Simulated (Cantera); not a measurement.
A Cantera script and its output.

```python
import numpy as np
import cantera as ct

gas = ct.Solution("gri30.yaml")
gas.TPX = 1225, 2666, {'N2O': 1, 'O2': 0.33}
reactor = ct.IdealGasConstPressureReactor(gas, energy="off", clone=False)
net = ct.ReactorNet([reactor])
net.rtol, net.atol = 1e-08, 1e-18
show = ['N2O', 'O2', 'NO2', 'O', 'N2', 'NO']
times = np.geomspace(0.0001, 2, 12)

steps = ct.SolutionArray(gas, extra=["t"])
rows = []
print(f"{'t/s':>10s}{'T/K':>9s}{'P/Pa':>11s}" + "".join(f"{s:>11s}" for s in show))
for t in times:
    while net.time < t:
        t_next = net.step()
        steps.append(gas.state, t=t_next)
    rows.append([np.interp(t, steps.t, y) for y in (steps.T, steps.P, *steps(*show).X.T)])
    print(f"{t:10.3e}{rows[-1][0]:9.1f}{rows[-1][1]:11.4g}" + "".join(f"{x:11.3e}" for x in rows[-1][2:]))
rate = np.gradient(steps.T, steps.t)
print("integrator steps:", len(steps.t))
if steps.T.max() > steps.T[0] + 200:
    print(f"time of steepest temperature rise: {steps.t[rate.argmax()]:.4e} s")
gas.TPX = 1225, 2666, {'N2O': 1, 'O2': 0.33}
gas.equilibrate("TP")
print(f"equilibrium (TP): T = {gas.T:.1f} K  " + "  ".join(f"{s} {gas[s].X[0]:.3e}" for s in show))
```

Output:

```
       t/s      T/K       P/Pa        N2O         O2        NO2          O         N2         NO
 1.000e-04   1225.0       2666  7.519e-01  2.481e-01  7.551e-16  8.227e-07  1.125e-06  3.700e-08
 2.460e-04   1225.0       2666  7.519e-01  2.481e-01  1.340e-14  1.592e-06  3.150e-06  1.905e-07
 6.053e-04   1225.0       2666  7.519e-01  2.481e-01  2.022e-13  2.388e-06  9.105e-06  8.214e-07
 1.489e-03   1225.0       2666  7.518e-01  2.481e-01  2.125e-12  2.667e-06  2.524e-05  2.760e-06
 3.664e-03   1225.0       2666  7.518e-01  2.481e-01  1.624e-11  2.678e-06  6.553e-05  7.686e-06
 9.016e-03   1225.0       2666  7.516e-01  2.482e-01  1.072e-10  2.678e-06  1.647e-04  1.981e-05
 2.218e-02   1225.0       2666  7.513e-01  2.483e-01  6.676e-10  2.678e-06  4.085e-04  4.962e-05
 5.458e-02   1225.0       2666  7.504e-01  2.485e-01  3.950e-09  2.678e-06  1.008e-03  1.229e-04
 1.343e-01   1225.0       2666  7.483e-01  2.490e-01  2.225e-08  2.678e-06  2.478e-03  3.027e-04
 3.304e-01   1225.0       2666  7.430e-01  2.502e-01  1.127e-07  2.678e-06  6.074e-03  7.423e-04
 8.129e-01   1225.0       2666  7.303e-01  2.531e-01  4.706e-07  2.678e-06  1.478e-02  1.807e-03
 2.000e+00   1225.0       2666  7.002e-01  2.601e-01  1.512e-06  2.676e-06  3.542e-02  4.329e-03
integrator steps: 392
equilibrium (TP): T = 1225.0 K  N2O 2.721e-09  O2 4.534e-01  NO2 1.042e-06  O 1.747e-07  N2 5.463e-01  NO 2.901e-04
```

Computed with Cantera and GRI-Mech 3.0 (53 species, 325 reactions). GRI-Mech 3.0 was tuned for natural gas; its chemistry of N2O as a main component is partial and can be far from experiment. Radical loss at walls, strong at low pressure, is not modelled. The mechanism lacks the step 2 NO + O2 → 2 NO2, which can matter for NO2 below about 1400 K. The temperature is held fixed by assumption; the heat of reaction is taken as removed at once.
